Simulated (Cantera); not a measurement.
## Equilibrium for abatement and gas-phase synthesis: NH₃ + H₂O + N₂

Charge: 1 mol NH₃, 0.29 mol H₂O, 0.76 mol N₂, equilibrated at 0.428 Torr.

Cantera equilibrium calculation (NASA polynomials, part measured and part estimated; ideal gas, pure solids and liquids). Candidate condensed phases: H₂O; 24 gas species. Equilibrium is a limit: real reactors are often held back by kinetics, nucleation or transport.

```tsv
T (K)	x H	x H₂	x N₂	x H₂O	x O	x OH
2200	0.146	0.385	0.381	0.0819	0.00115	0.00435
2300	0.231	0.324	0.362	0.0702	0.00391	0.00805
2400	0.335	0.253	0.336	0.0512	0.0111	0.0125
2500	0.445	0.179	0.307	0.0281	0.0238	0.0145
2600	0.541	0.113	0.282	0.0110	0.0375	0.0121
2700	0.609	0.0655	0.265	0.00332	0.0468	0.00789
2800	0.650	0.0360	0.256	0.000892	0.0515	0.00453
2900	0.672	0.0195	0.251	0.000238	0.0537	0.00251
3000	0.684	0.0107	0.248	6.58e-5	0.0548	0.00140
3100	0.690	0.00600	0.247	1.94e-5	0.0554	0.000796
```
x: gas mole fraction; nothing condenses.

From 2200 K to 3100 K nothing is condensed.
